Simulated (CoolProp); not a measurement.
Properties of isopentane at several states (Tc = 460.3 K, pc = 33.78 bar, ω = 0.227).

Model: reference Helmholtz-energy equation of state, Lemmon 2006, in CoolProp. It is a short technical equation, of lower accuracy than the large ones.

```tsv
T (K)	p (bar)	phase	Z	speed of sound (m/s)	isothermal compressibility (1/MPa)	expansivity (1/kK)
400.6	0.167	gas	0.9973	220.4	60.04	2.518
298.7	0.243	gas	0.9895	[?]	41.59	3.472
291.3	6.06	liquid	[?]	998.3	[?]	1.604
435.1	66.3	liquid	0.2861	447.2	0.01468	3.559
482.1	18.9	gas	[?]	[?]	0.6699	[?]
```

Complete the blanks.


- 298.7, speed of sound (m/s): 190.7
- 291.3, Z: 0.02899
- 291.3, isothermal compressibility (1/MPa): 0.002150
- 482.1, Z: 0.8130
- 482.1, speed of sound (m/s): 199.8
- 482.1, expansivity (1/kK): 4.093
